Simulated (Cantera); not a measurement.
A closed system holds: 1 mol Cu, 0.53 mol O2, 49 mol N2, at 54.0 mbar.

These are equilibrium values from Cantera (NASA tables, ideal gas, pure condensed phases), not measurements of a reactor. Candidate condensed phases: Cu, CuO, Cu2O; 12 gas species. Each liquid is taken as pure. Mutual solubility and eutectic melting of coexisting phases are not modelled. The numbers say what is thermodynamically allowed, not how fast it happens.

log p: log10 of the partial pressure in bar; n: condensed amount in mol.

```json
[
 {"T (K)": "873", "log p N2": "-1.27", "log p Cu": "<-13", "log p O2": "-4.48", "log p NO": "-7.68", "n CuO(s)": "1.00", "n Cu2O(s)": "0", "n Cu(l)": "0", "n Cu2O(l)": "0"},
 {"T (K)": "1023", "log p N2": "-1.27", "log p Cu": "-11.92", "log p O2": "-3.58", "log p NO": "-6.43", "n CuO(s)": "0.153", "n Cu2O(s)": "0.423", "n Cu(l)": "0", "n Cu2O(l)": "0"},
 {"T (K)": "1173", "log p N2": "-1.27", "log p Cu": "…", "log p O2": "-3.51", "log p NO": "…", "n CuO(s)": "0", "n Cu2O(s)": "0.500", "n Cu(l)": "0", "n Cu2O(l)": "0"},
 {"T (K)": "1323", "log p N2": "-1.27", "log p Cu": "-7.12", "log p O2": "-3.52", "log p NO": "-5.34", "n CuO(s)": "0", "n Cu2O(s)": "0.500", "n Cu(l)": "0", "n Cu2O(l)": "0"},
 {"T (K)": "1473", "log p N2": "-1.27", "log p Cu": "-5.47", "log p O2": "-3.52", "log p NO": "-4.97", "n CuO(s)": "0", "n Cu2O(s)": "0.498", "n Cu(l)": "0", "n Cu2O(l)": "0"},
 {"T (K)": "1623", "log p N2": "-1.27", "log p Cu": "…", "log p O2": "-3.29", "log p NO": "…", "n CuO(s)": "0", "n Cu2O(s)": "0", "n Cu(l)": "…", "n Cu2O(l)": "…"},
 {"T (K)": "1773", "log p N2": "-1.28", "log p Cu": "-3.40", "log p O2": "-3.26", "log p NO": "-4.30", "n CuO(s)": "0", "n Cu2O(s)": "0", "n Cu(l)": "0.633", "n Cu2O(l)": "0"},
 {"T (K)": "1923", "log p N2": "-1.28", "log p Cu": "-2.97", "log p O2": "-3.28", "log p NO": "-4.10", "n CuO(s)": "0", "n Cu2O(s)": "0", "n Cu(l)": "0", "n Cu2O(l)": "0"}
]
```

**Question.** Some entries are withheld; supply them.

**Answer.** 
- 1623, log p Cu: -4.26
- 1623, log p NO: -4.56
- 1623, n Cu(l): 0.741
- 1623, n Cu2O(l): 0.104
- 1173, log p Cu: -9.22
- 1173, log p NO: -5.80
